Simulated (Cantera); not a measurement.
# N2O furnace oxynitridation

An isothermal, constant-pressure homogeneous reactor starts with 88.5 % N2O, 11.5 % H2O, at 1125 K and 1.00 bar.

Model: GRI-Mech 3.0 (53 species, 325 reactions), integrated in Cantera. GRI-Mech 3.0 was tuned for natural gas; its chemistry of N2O as a main component is partial and can be far from experiment. The mechanism lacks the step 2 NO + O2 → 2 NO2, which can matter for NO2 below about 1400 K. The temperature is held fixed by assumption; the heat of reaction is taken as removed at once.

| t (s) | x N2O | x H2O | x N2 | x H2 | x NO | x NO2 | x O |
|---|---|---|---|---|---|---|---|
| 6.00e-6 | 0.885 | 0.115 | 6.41e-7 | <1e-12 | 2.12e-8 | <1e-12 | 3.60e-7 |
| 3.92e-5 | 0.885 | 0.115 | 5.61e-6 | 1.21e-11 | 3.73e-7 | 4.84e-12 | 6.77e-7 |
| 0.000256 | 0.885 | 0.115 | 4.04e-5 | 1.04e-9 | 2.95e-6 | 3.48e-9 | 6.81e-7 |
| 0.00168 | 0.885 | 0.115 | 0.000277 | 2.68e-8 | 1.83e-5 | 1.51e-6 | 6.79e-7 |
| 0.0110 | 0.882 | 0.115 | 0.00185 | 1.16e-7 | 9.02e-5 | 3.93e-5 | 6.74e-7 |
| 0.0716 | 0.867 | 0.114 | 0.0120 | 6.38e-8 | 0.000525 | 0.000279 | 6.22e-7 |
| 0.468 | 0.780 | 0.111 | 0.0710 | 2.63e-8 | 0.00366 | 0.000687 | 5.26e-7 |
| 3.06 | 0.438 | 0.0972 | 0.302 | 1.40e-8 | 0.0153 | 0.000800 | 3.66e-7 |
| 20.0 | 0.0437 | 0.0815 | 0.571 | 3.31e-9 | 0.0238 | 0.000550 | 7.51e-8 |
x: mole fraction; the columns are a selection and need not sum to one.

Equilibrium at this temperature and pressure: N2O 7.40e-9, H2O 0.0798, N2 0.613, H2 3.49e-10, NO 0.000114, NO2 3.41e-6, O 2.57e-9 (gas phase only).
